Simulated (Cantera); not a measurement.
A perfectly stirred reactor is fed with 0.872 % H2, 99.1 % O2, equivalence ratio 0.0044, at 0.0128 atm; it is held at 1325 K, and followed from long to short residence time.

Model: GRI-Mech 3.0 (53 species, 325 reactions), integrated in Cantera. Radical loss at walls, strong at low pressure, is not modelled.

x: mole fraction; the columns are a selection and need not sum to one.

```json
[
 {"τ (s)": "0.98", "x H2": "2.84e-5", "x O2": "0.988", "x H2O2": "8.90e-9", "x H": "6.18e-5", "x HO2": "2.91e-7", "x O": "0.00292", "x H2O": "0.00837"},
 {"τ (s)": "0.43", "x H2": "4.52e-5", "x O2": "0.987", "x H2O2": "1.02e-8", "x H": "0.000105", "x HO2": "3.54e-7", "x O": "0.00413", "x H2O": "0.00827"},
 {"τ (s)": "0.19", "x H2": "?", "x O2": "0.985", "x H2O2": "?", "x H": "?", "x HO2": "?", "x O": "?", "x H2O": "0.00815"},
 {"τ (s)": "0.081", "x H2": "0.000129", "x O2": "0.984", "x H2O2": "1.28e-8", "x H": "0.000212", "x HO2": "4.64e-7", "x O": "0.00626", "x H2O": "0.00800"},
 {"τ (s)": "0.035", "x H2": "?", "x O2": "0.984", "x H2O2": "?", "x H": "?", "x HO2": "?", "x O": "0.00672", "x H2O": "0.00779"},
 {"τ (s)": "0.015", "x H2": "0.000491", "x O2": "0.984", "x H2O2": "1.85e-8", "x H": "0.000311", "x HO2": "5.83e-7", "x O": "0.00670", "x H2O": "0.00743"},
 {"τ (s)": "0.0067", "x H2": "0.000974", "x O2": "0.984", "x H2O2": "2.34e-8", "x H": "0.000353", "x HO2": "6.53e-7", "x O": "0.00625", "x H2O": "0.00681"}
]
```

Question: Fill in the missing entries.

Answer: 
- 0.19, x H2: 7.33e-5
- 0.19, x H2O2: 1.14e-8
- 0.19, x H: 0.000158
- 0.19, x HO2: 4.11e-7
- 0.19, x O: 0.00532
- 0.035, x H2: 0.000244
- 0.035, x H2O2: 1.49e-8
- 0.035, x H: 0.000262
- 0.035, x HO2: 5.17e-7
